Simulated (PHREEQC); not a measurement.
Dissolve 0.57 mol ZnBr2 and 0.0015 mol CaSO4 per kg of water at 60 °C. Closed to the air; pH follows from the charge balance.

Equilibrium calculation in PHREEQC: ion-association model, phreeqc.dat.

Q: The ionic strength comes out as 1.69 mol/kgw. What activity coefficients do SO4-2, ZnBr+, H+, Br-, ZnOH+ get?

A: SO4-2 0.11, ZnBr+ 0.93, H+ 0.72, Br- 0.49, ZnOH+ 0.93.

No solid was allowed to form. Caution: at this ionic strength the ion-association model is outside its range; a Pitzer model would be the better tool where its parameters exist. At this temperature some constants are extrapolated from 25 °C, and those without enthalpy data are left unchanged.
